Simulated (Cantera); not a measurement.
Input: 1 mol SiH4, 0.37 mol CH4, 300 mol H2, 0.75 mol CO2, held at 9.00 mbar.

Cantera equilibrium calculation (NASA polynomials, part measured and part estimated; ideal gas, pure solids and liquids). Candidate condensed phases: C, C6H6, C7H8, C8H18, H2O, Si, SiC, SiO2; 123 gas species. Mutual solubility and eutectic melting of coexisting phases are not modelled. The tables hold silica as quartz up to 1696 K and as liquid above; real silica turns to tridymite and cristobalite and melts near 1996 K. Gases not in the tables: Si2H6 and higher silanes. Kinetics and transport are ignored.

**Question.** What share of the Si ends up in condensed phases as a function of T (K), at 900, 1000, 1100, 1200, 1300, 1400, 1500, 1600, 1700, 1800, 1900?

**Answer.** 
```csv
T (K),Si condensed (%),as
900,100.0,SiC(s) + SiO2(β-quartz)
1000,100.0,SiC(s) + SiO2(β-quartz)
1100,100.0,SiC(s) + SiO2(β-quartz)
1200,99.9,SiC(s) + SiO2(β-quartz)
1300,95.6,SiC(s) + SiO2(β-quartz)
1400,31.0,SiC(s)
1500,31.0,SiC(s)
1600,30.9,SiC(s)
1700,30.6,SiC(s)
1800,29.0,SiC(s)
1900,21.8,SiC(s)
```
